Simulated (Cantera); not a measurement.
An isothermal, constant-pressure homogeneous reactor starts with NO : N₂ = 1 : 0.41 (molar parts), at 1975 K and 10.00 Torr. Integrator tolerance rtol = 1e-08.

Detailed kinetics in Cantera: GRI-Mech 3.0 (53 species, 325 reactions). Radical loss at walls, strong at low pressure, is not modelled.

Question: What does this change do: pressure from 10.00 Torr to 43.5 Torr?

Answer: 
```tsv
quantity	before	after
x(NO) at 1.00 s	0.679 (gas-phase equilibrium 0.00833)	0.618 (gas-phase equilibrium 0.00834)
x(N₂) at 1.00 s	0.306 (gas-phase equilibrium 0.640)	0.336 (gas-phase equilibrium 0.641)
x(N₂O) at 1.00 s	0.000147 (gas-phase equilibrium 4.88e-8)	0.000138 (gas-phase equilibrium 1.02e-7)
x(O₂) at 1.00 s	0.0145 (gas-phase equilibrium 0.349)	0.0453 (gas-phase equilibrium 0.350)
x(NO₂) at 1.00 s	3.56e-5 (gas-phase equilibrium 2.23e-6)	0.000124 (gas-phase equilibrium 4.66e-6)
x(O) at 1.00 s	0.000929 (gas-phase equilibrium 0.00283)	0.000580 (gas-phase equilibrium 0.00136)
```
